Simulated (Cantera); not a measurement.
A closed system holds: 1 mol Al, 1 mol HCl, 8.8 mol H2, 0.51 mol H2O, equilibrated at 1648 K and 0.100 bar.

Method: chemical equilibrium by Gibbs-energy minimisation in Cantera with the NASA 1993 tables (ideal gas, pure condensed phases). Candidate condensed phases: Al, AlCl3, Al2O3, H2O; 29 gas species. The tables' values for AlCl2 are old estimates; treat these amounts as uncertain. Kinetics and transport are ignored.

Base state: H2 0.920, AlCl 0.0516, HCl 0.0172, AlCl2 0.00674, AlCl3 0.00413, H 0.000270 (mole fractions); condensed: Al2O3(s).

**Question.** What changes in the equilibrium state with this change: pressure from 0.100 bar to 40.0 Pa?

**Answer.** 
```csv
species,before,after
H2,0.920,0.903
AlCl,0.0516,0.0609
HCl,0.0172,0.0308
AlCl3,0.00413,6.38e-5
Cl,3.96e-6,0.000113
H,0.000270,0.00423
"Al2O3(s), mol",0.170,0.170
```

**Question.** What changes in the equilibrium state with this change: temperature from 1648 K to 900 K?

**Answer.** 
```json
[
 {"species": "H2", "before": "0.920", "after": "0.966"},
 {"species": "AlCl3", "before": "0.00413", "after": "0.0321"},
 {"species": "AlCl", "before": "0.0516", "after": "0.00134"},
 {"species": "HCl", "before": "0.0172", "after": "1.07e-5"},
 {"species": "H", "before": "0.000270", "after": "<1e-9"},
 {"species": "Al2Cl6", "before": "<1e-9", "after": "4.81e-5"},
 {"species": "AlCl2", "before": "0.00674", "after": "0.000345"},
 {"species": "Al2O3(s), mol", "before": "0.170", "after": "0.170"},
 {"species": "Al(s), mol", "before": "0", "after": "0.316"}
]
```
Condensed phases not in the tables: AlOCl.

**Question.** What changes in the equilibrium state with this change: temperature from 1648 K to 1400 K?

**Answer.** 
| species | before | after |
|---|---|---|
| H2 | 0.920 | 0.934 |
| AlCl | 0.0516 | 0.0452 |
| AlCl3 | 0.00413 | 0.0112 |
| HCl | 0.0172 | 0.00349 |
| H | 0.000270 | 1.49e-5 |
| AlCl2 | 0.00674 | 0.00658 |
| Al2O3(s), mol | 0.170 | 0.170 |
